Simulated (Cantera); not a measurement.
Input: 1 mol BN, 6.5 mol N2, at 2375 °C and 2.93 Torr.

These are equilibrium values from Cantera (NASA tables, ideal gas, pure condensed phases), not measurements of a reactor. Candidate condensed phases: B, BN; 5 gas species. Equilibrium is a limit: real reactors are often held back by kinetics, nucleation or transport.

Base state: N2 0.914, B 0.0847, BN 0.00153, B2 2.78e-5, N 1.63e-5 (mole fractions); condensed: B(l).

### Question
What changes in the equilibrium state with this change: pressure from 2.93 Torr to 82.5 Torr?

### Answer
```
species     before     after
---------  -------  --------
N2           0.914     0.997
B           0.0847   0.00300
BN         0.00153  0.000302
B2         2.78e-5   9.85e-7
N          1.63e-5   3.21e-6
B(l), mol    0.339     0.977
```
